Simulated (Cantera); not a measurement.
Feed: 1 mol TiO₂, 1.6 mol Cl₂, 0.011 mol H₂O, held at 1223 K and 1.20 bar.

Equilibrium computed with Cantera from the NASA thermochemical tables; the gas is ideal and each condensed phase is pure. Candidate condensed phases: H₂O, Ti, TiCl₂, TiCl₃, TiCl₄, TiO, TiO₂, Ti₂O₃, Ti₃O₅, Ti₄O₇; 23 gas species. The numbers say what is thermodynamically allowed, not how fast it happens.

Base state: Cl₂ 0.971, HCl 0.0136, O₂ 0.00695, Cl 0.00538, TiCl₄ 0.00356, ClO 1.85e-5 (mole fractions); condensed: TiO₂(rutile).

### Question
What changes in the equilibrium state with this change: pressure from 1.20 bar to 10.0 mbar?

### Answer
```json
[
 {"species": "Cl₂", "before": "0.971", "after": "0.919"},
 {"species": "Cl", "before": "0.00538", "after": "0.0574"},
 {"species": "HCl", "before": "0.0136", "after": "0.0132"},
 {"species": "TiCl₄", "before": "0.00356", "after": "0.00335"},
 {"species": "ClO", "before": "1.85e-5", "after": "1.76e-5"},
 {"species": "O₂", "before": "0.00695", "after": "0.00664"},
 {"species": "TiO₂(rutile), mol", "before": "0.994", "after": "0.994"}
]
```
